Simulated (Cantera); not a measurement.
A Cantera script and what it prints.

```python
import numpy as np
import cantera as ct

gas_names = """
    C CH CH2 CH3 CH2OH CH3O CH4 CH3OH CO COS CO2 COOH CS CS2 C2 C2H CHCO,ketyl C2H2,acetylene
    C2H2,vinylidene CH2CO,ketene C2H3,vinyl CH3CO,acetyl C2H4 C2H4O,ethylen CH3CHO,ethanal CH3COOH
    (HCOOH)2 C2H5 C2H6 CH3OCH3 C2H5OH C2O C3 C3H3,propargyl C3H4,allene C3H4,propyne C3H4,cyclo-
    C3H5,allyl C3H6,propylene C3H6,cyclo- C3H6O C3H7,n-propyl C3H7,i-propyl C3H8 C3H8O,1propanol
    C3H8O,2propanol C3O2 C4 C4H2 C4H4,1,3-cyclo- C4H6,butadiene C4H6,2-butyne C4H6,cyclo- C4H8,1-butene
    C4H8,cis2-buten C4H8,tr2-butene C4H8,isobutene C4H8,cyclo- (CH3COOH)2 C4H9,n-butyl C4H9,i-butyl
    C4H9,s-butyl C4H9,t-butyl C4H10,isobutane C4H10,n-butane C5 C5H6,1,3cyclo- C5H8,cyclo-
    C5H10,1-pentene C5H10,cyclo- C5H11,pentyl C5H11,t-pentyl C5H12,n-pentane C5H12,i-pentane
    CH3C(CH3)2CH3 C6H2 C6H5,phenyl C6H5O,phenoxy C6H6 C6H5OH,phenol C6H10,cyclo- C6H12,1-hexene
    C6H12,cyclo- C6H13,n-hexyl C7H7,benzyl C7H8 C7H8O,cresol C7H14,1-heptene C7H15,n-heptyl
    C7H16,n-heptane C8H8,styrene C8H10,ethylbenz C8H16,1-octene C8H17,n-octyl C8H18,isooctane
    C8H18,n-octane C9H19,n-nonyl C10H8,naphthale C10H21,n-decyl C12H9,o-bipheny C12H10,bipheny H HCO HO2
    H2 HCHO,formaldehy HCOOH H2O H2O2 H2S H2SO4 Mg MgH MgO MgOH MgO2H2 MgS Mg2 O OH O2 O3 S SH SO SO2
    SO3 S2 S2O S8
""".split()
cond_names = """
    C(gr) C6H6(L) C7H8(L) C8H18(L),n-octa H2O(s) H2O(L) H2SO4(L) Mg(cr) Mg(L) MgCO3(s) MgO(s) MgO(L)
    MgO2H2(s) MgS(s) MgSO4(s) MgSO4(L) S(cr1) S(cr2) S(L)
""".split()


def load(file, names, dense=False):
    # The tables refer to 1 bar. Condensed volumes are neglected.
    table = {s.name: s for s in ct.Species.list_from_file(file)}
    out = []
    for n in names:
        d = dict(table[n].input_data)
        d["thermo"] = dict(d["thermo"], **{"reference-pressure": 1e5})
        if dense:
            d["equation-of-state"] = {"model": "constant-volume", "density": "1e6 g/cm^3"}
        out.append(ct.Species.from_dict(d))
    return out


gas = ct.Solution(thermo="ideal-gas", species=load("nasa_gas.yaml", gas_names))
cond = {s.name: ct.Solution(thermo="fixed-stoichiometry", species=[s], name=s.name)
        for s in load("nasa_condensed.yaml", cond_names, dense=True)}
atoms = {
    'MgO': {'Mg': 1, 'O': 1},
    'CH4': {'C': 1, 'H': 4},
    'CO': {'C': 1, 'O': 1},
    'H2S': {'H': 2, 'S': 1},
}
top_T = {'C(gr)': 4500, 'MgS(s)': 2250}  # K; cautious upper limits of use, not melting points


def equilibrate(T, P, feed):
    n = {}
    for name, mol in feed.items():
        for a, k in atoms[name].items():
            n[a] = n.get(a, 0.0) + k * mol
    gas.TPX = T, P, n
    mass = sum(n.values()) * gas.mean_molecular_weight
    gas.equilibrate("TP")
    valid = [c for c in cond.values() if c.min_temp <= T <= top_T.get(c.name, c.max_temp)]
    mix = ct.Mixture([(gas, mass / gas.mean_molecular_weight)] + [(c, 0.0) for c in valid])
    mix.T, mix.P = T, P
    mix.equilibrate("TP", solver="vcs", rtol=1e-11, max_steps=5000)
    return mix


results = []
feed = {'MgO': 1, 'CH4': 3.4, 'CO': 0.029, 'H2S': 0.029}  # mol
P = 240  # Pa
for T in [1700, 1750, 1800, 1850, 1900, 1950, 2000, 2050, 2100, 2150, 2200, 2250, 2300]:
    mix = equilibrate(T, P, feed)
    results.append((T, P, feed, dict(zip(mix.species_names, mix.species_moles))))
    x = sorted(zip(gas.X, gas.species_names), reverse=True)
    print(f"T = {T:g} K  P = {P:g} Pa  gas = {mix.phase_moles(0):.4g} mol")
    print("   x: " + "  ".join(f"{s} {v:.3e}" for v, s in x if v > 1e-05))
    print("   condensed (mol): " + ("  ".join(f"{mix.phase(i).name} {mix.phase_moles(i):.4g}"
          for i in range(1, mix.n_phases) if mix.phase_moles(i) > 1e-12) or "none"))
```

Result:

```
T = 1700 K  P = 240 Pa  gas = 8.89 mol
   x: H2 7.662e-01  CO 1.157e-01  Mg 1.123e-01  H 2.633e-03  CS 1.798e-03  H2S 4.382e-04  CS2 2.694e-04  SH 2.157e-04  MgS 1.064e-04  MgH 6.027e-05  S2 5.711e-05  C2H2,acetylene 5.624e-05  S 4.874e-05
   condensed (mol): C(gr) 2.381
T = 1750 K  P = 240 Pa  gas = 8.899 mol
   x: H2 7.648e-01  CO 1.156e-01  Mg 1.122e-01  H 4.152e-03  CS 2.212e-03  H2S 2.926e-04  SH 2.011e-04  CS2 1.703e-04  C2H2,acetylene 8.787e-05  MgS 7.683e-05  MgH 6.269e-05  S 6.077e-05  S2 3.686e-05
   condensed (mol): C(gr) 2.377
T = 1800 K  P = 240 Pa  gas = 8.911 mol
   x: H2 7.627e-01  CO 1.155e-01  Mg 1.121e-01  H 6.383e-03  CS 2.527e-03  H2S 1.876e-04  SH 1.768e-04  C2H2,acetylene 1.338e-04  CS2 9.754e-05  S 7.038e-05  MgH 6.500e-05  MgS 5.310e-05  S2 2.155e-05
   condensed (mol): C(gr) 2.374
T = 1850 K  P = 240 Pa  gas = 8.927 mol
   x: H2 7.598e-01  CO 1.153e-01  Mg 1.119e-01  H 9.585e-03  CS 2.739e-03  C2H2,acetylene 1.987e-04  SH 1.496e-04  H2S 1.177e-04  S 7.731e-05  MgH 6.719e-05  CS2 5.261e-05  MgS 3.578e-05  S2 1.185e-05
   condensed (mol): C(gr) 2.372
T = 1900 K  P = 240 Pa  gas = 8.948 mol
   x: H2 7.557e-01  CO 1.150e-01  Mg 1.117e-01  H 1.408e-02  CS 2.869e-03  C2H2,acetylene 2.885e-04  SH 1.239e-04  S 8.210e-05  H2S 7.335e-05  MgH 6.923e-05  CS2 2.766e-05  MgS 2.390e-05
   condensed (mol): C(gr) 2.369
T = 1950 K  P = 240 Pa  gas = 8.976 mol
   x: H2 7.501e-01  CO 1.146e-01  Mg 1.113e-01  H 2.027e-02  CS 2.946e-03  C2H2,acetylene 4.100e-04  SH 1.017e-04  S 8.543e-05  MgH 7.107e-05  H2S 4.593e-05  MgS 1.601e-05  CS2 1.451e-05
   condensed (mol): C(gr) 2.366
T = 2000 K  P = 240 Pa  gas = 9.015 mol
   x: H2 7.426e-01  CO 1.141e-01  Mg 1.108e-01  H 2.860e-02  CS 2.987e-03  C2H2,acetylene 5.704e-04  S 8.782e-05  SH 8.332e-05  MgH 7.267e-05  H2S 2.905e-05  MgS 1.082e-05
   condensed (mol): C(gr) 2.363
T = 2050 K  P = 240 Pa  gas = 9.066 mol
   x: H2 7.326e-01  CO 1.135e-01  Mg 1.102e-01  H 3.964e-02  CS 3.005e-03  C2H2,acetylene 7.778e-04  S 8.956e-05  MgH 7.396e-05  SH 6.832e-05  H2S 1.859e-05
   condensed (mol): C(gr) 2.359
T = 2100 K  P = 240 Pa  gas = 9.133 mol
   x: H2 7.197e-01  CO 1.127e-01  Mg 1.094e-01  H 5.395e-02  CS 3.006e-03  C2H2,acetylene 1.040e-03  S 9.081e-05  MgH 7.488e-05  SH 5.615e-05  H2S 1.204e-05
   condensed (mol): C(gr) 2.353
T = 2150 K  P = 240 Pa  gas = 9.219 mol
   x: H2 7.032e-01  CO 1.116e-01  Mg 1.084e-01  H 7.219e-02  CS 2.993e-03  C2H2,acetylene 1.362e-03  S 9.168e-05  MgH 7.535e-05  SH 4.623e-05
   condensed (mol): C(gr) 2.347
T = 2200 K  P = 240 Pa  gas = 9.33 mol
   x: H2 6.827e-01  CO 1.103e-01  Mg 1.071e-01  H 9.499e-02  CS 2.969e-03  C2H2,acetylene 1.749e-03  S 9.217e-05  MgH 7.530e-05  SH 3.812e-05
   condensed (mol): C(gr) 2.339
T = 2250 K  P = 240 Pa  gas = 9.469 mol
   x: H2 6.575e-01  H 1.229e-01  CO 1.087e-01  Mg 1.055e-01  CS 2.933e-03  C2H2,acetylene 2.201e-03  S 9.230e-05  MgH 7.466e-05  SH 3.143e-05  C2H 1.633e-05
   condensed (mol): C(gr) 2.33
T = 2300 K  P = 240 Pa  gas = 9.641 mol
   x: H2 6.273e-01  H 1.565e-01  CO 1.067e-01  Mg 1.036e-01  CS 2.886e-03  C2H2,acetylene 2.711e-03  S 9.206e-05  MgH 7.335e-05  C2H 3.054e-05  SH 2.589e-05
   condensed (mol): C(gr) 2.319
```

These are equilibrium values from Cantera (NASA tables, ideal gas, pure condensed phases), not measurements of a reactor. The tables' values for MgH are old estimates; treat these amounts as uncertain.
